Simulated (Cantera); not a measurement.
Input (Python, Cantera):

```python
import numpy as np
import cantera as ct

gas = ct.Solution("gri30.yaml")


def delay(T, t_max=10):
    gas.TPX = T, 2200000, {'CO': 1, 'H2': 0.093, 'O2': 1.05, 'N2': 3.95}
    reactor = ct.IdealGasConstPressureReactor(gas, clone=False)
    net = ct.ReactorNet([reactor])
    net.rtol, net.atol = 1e-8, 1e-16
    while net.time < t_max:
        t_old, T_old = net.time, reactor.T
        net.step()
        if reactor.T > T + 400:  # ignition: a rise of 400 K
            return t_old + (T + 400 - T_old) / (reactor.T - T_old) * (net.time - t_old)
    return np.nan


taus = []
for T in [1300, 1400, 1500, 1600, 1700, 1800, 1900, 2000, 2100, 2200]:
    taus.append(delay(T))
    print(f"T0 = {T:6g} K   tau = {taus[-1]:.4e} s")
```

Result:

```
T0 =   1300 K   tau = 2.6416e-05 s
T0 =   1400 K   tau = 9.3715e-06 s
T0 =   1500 K   tau = 5.1600e-06 s
T0 =   1600 K   tau = 3.5764e-06 s
T0 =   1700 K   tau = 2.8021e-06 s
T0 =   1800 K   tau = 2.3692e-06 s
T0 =   1900 K   tau = 2.1127e-06 s
T0 =   2000 K   tau = 1.9615e-06 s
T0 =   2100 K   tau = 1.8814e-06 s
T0 =   2200 K   tau = 1.8549e-06 s
```

Cantera simulation using GRI-Mech 3.0 (53 species, 325 reactions); the numbers are that mechanism's predictions, not measurements. The hydrogen kinetics of GRI-Mech 3.0 are dated; newer H2 mechanisms differ, most at raised pressure. The pressure lies above the range GRI-Mech 3.0 was tuned for (to about 10 atm). Where the delays flatten at high temperature, the 400 K rule measures the pace of heat release, not the induction time.
